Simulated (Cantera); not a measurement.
An isothermal, constant-pressure homogeneous reactor starts with H₂ : O₂ : N₂ = 0.027 : 1 : 0.0037 (molar parts), equivalence ratio 0.013, at 1173 K and 10.00 Torr.

Computed with Cantera and GRI-Mech 3.0 (53 species, 325 reactions). Radical loss at walls, strong at low pressure, is not modelled.

One state of this run: x H₂ = 0.000172; x O₂ = 0.956; x H₂O₂ = 4.79e-8; x H₂O = 0.0248; x H = 0.00134; x OH = 0.00142; x HO₂ = 1.98e-6. x: mole fraction; the columns are a selection and need not sum to one.

Which value of t (s) does it belong to?
A) 0.0374
B) 0.000865
C) 70.0
D) 0.00569

A, 0.0374
